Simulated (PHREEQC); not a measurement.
Consider water at 25 °C with 45 mmol/kgw TMAH, 0.011 mmol/kgw H4SiO4 and 0.16 mmol/kgw H3BO3. Closed to the air; pH follows from the charge balance.

Model: ion-association model, phreeqc.dat, run in PHREEQC.

Precipitation was switched off in this run.

Task: Order these Si species by the share of Si that they hold, largest first: H3SiO4-, H2SiO4-2, H4SiO4.

Result: H3SiO4- (70 %), H2SiO4-2 (30 %), H4SiO4 (0.11 %)

The pH is 12.56 and the ionic strength 0.0450 mol/kgw. (CH3)4N+ isn't in the database: it is added as a free cation with an ion size of 4 Å.
